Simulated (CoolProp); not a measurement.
Aqueous calcium chloride as a coolant, at 27 °C, 1 atm.

Model: Melinder's fits for secondary coolants, in CoolProp.

```json
[
 {"mass %": "4.3", "freezing point (°C)": "-2.0", "conductivity (W/(m K))": "0.605", "Prandtl number": "6.24", "viscosity (mPa s)": "0.959", "cp (kJ/(kg K))": "3.934"},
 {"mass %": "7.1", "freezing point (°C)": "-3.6", "conductivity (W/(m K))": "0.602", "Prandtl number": "6.46", "viscosity (mPa s)": "1.03", "cp (kJ/(kg K))": "3.781"},
 {"mass %": "10", "freezing point (°C)": "-5.8", "conductivity (W/(m K))": "0.598", "Prandtl number": "6.74", "viscosity (mPa s)": "1.11", "cp (kJ/(kg K))": "3.623"},
 {"mass %": "12.8", "freezing point (°C)": "-8.5", "conductivity (W/(m K))": "0.594", "Prandtl number": "7.10", "viscosity (mPa s)": "1.21", "cp (kJ/(kg K))": "3.474"},
 {"mass %": "15.7", "freezing point (°C)": "-11.9", "conductivity (W/(m K))": "0.591", "Prandtl number": "7.63", "viscosity (mPa s)": "1.35", "cp (kJ/(kg K))": "3.325"},
 {"mass %": "18.6", "freezing point (°C)": "-16.0", "conductivity (W/(m K))": "0.587", "Prandtl number": "8.36", "viscosity (mPa s)": "1.54", "cp (kJ/(kg K))": "3.188"},
 {"mass %": "21.4", "freezing point (°C)": "-20.8", "conductivity (W/(m K))": "0.583", "Prandtl number": "9.32", "viscosity (mPa s)": "1.77", "cp (kJ/(kg K))": "3.070"},
 {"mass %": "24.3", "freezing point (°C)": "-27.2", "conductivity (W/(m K))": "0.579", "Prandtl number": "10.7", "viscosity (mPa s)": "2.08", "cp (kJ/(kg K))": "2.964"}
]
```
